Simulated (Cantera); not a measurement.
An adiabatic, constant-volume homogeneous reactor starts with CH4 : O2 : N2 = 2.3 : 5.88 : 22.1 (molar parts), equivalence ratio 0.78, at 1750 K and 500000 Pa.

Model: GRI-Mech 3.0 (53 species, 325 reactions), integrated in Cantera. Above 3000 K some thermodynamic fits are extrapolated.

Predict: time of steepest temperature rise; temperature at 0.100 s; equilibrium temperature; x(O2) at 0.100 s; x(CO) at 0.100 s; x(CO2) at 0.100 s.


- time of steepest temperature rise = 36.2 µs
- temperature at 0.100 s = 3024 K
- equilibrium temperature = 3024 K
- x(O2) at 0.100 s = 0.0407 (gas-phase equilibrium 0.0407)
- x(CO) at 0.100 s = 0.0276 (gas-phase equilibrium 0.0276)
- x(CO2) at 0.100 s = 0.0458 (gas-phase equilibrium 0.0458)
